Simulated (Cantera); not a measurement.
A closed system holds: 1 mol Si3N4, 0.58 mol O2, 2.4 mol N2, at 1923.15 K.

Equilibrium computed with Cantera from the NASA thermochemical tables; the gas is ideal and each condensed phase is pure. Candidate condensed phases: Si, SiO2, Si2N2O, Si3N4; 16 gas species. Mutual solubility and eutectic melting of coexisting phases are not modelled. The tables' values for SiN are old estimates; treat these amounts as uncertain. The numbers say what is thermodynamically allowed, not how fast it happens.

x: gas mole fraction; n: condensed amount in mol.

```csv
P (Pa),x N2,x Si,x SiO,x Si2,x Si2N,x SiN,n Si(l),n Si2N2O(s),n Si3N4(s)
0.100,0.595,0.249,0.157,3.11e-5,1.25e-6,6.04e-5,0,0,0
0.750,0.595,0.248,0.157,0.000232,2.55e-5,0.000165,0,0,0
5.60,0.596,0.244,0.157,0.00167,0.000504,0.000444,0,0,0
42,0.759,0.0405,0.200,0.000346,0.000322,0.000228,1.59,0,0
320,0.787,0.00531,0.207,4.54e-5,0.000119,8.40e-5,1.81,0,0
2400,0.791,…,0.208,…,…,3.07e-5,1.84,0,0
18000,0.992,…,…,…,…,5.91e-6,0,1.14,0.234
130000,0.999,1.64e-6,0.000547,1.75e-9,1.04e-7,5.88e-7,0,1.16,0.227
1000000,1.000,5.46e-8,3.60e-5,1.50e-11,2.47e-9,5.44e-8,0,1.16,0.227
```

Task: Fill in the missing entries.

Result: 
- 18000, x Si: 4.44e-5
- 18000, x SiO: 0.00766
- 18000, x Si2: 1.78e-7
- 18000, x Si2N: 3.92e-6
- 2400, x Si: 0.000708
- 2400, x Si2: 6.05e-6
- 2400, x Si2N: 4.35e-5
